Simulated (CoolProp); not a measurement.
Model: reference Helmholtz-energy equation of state, Lemmon 2006, in CoolProp. It is a short technical equation, of lower accuracy than the large ones.

Q: For toluene, give the phase and the cp (kJ/(kg K)), fugacity coefficient at 336.6 K and 5.57 MPa.

A: 
- 336.6 K and 5.57 MPa: liquid; cp 1.82, fugacity coefficient 0.00469
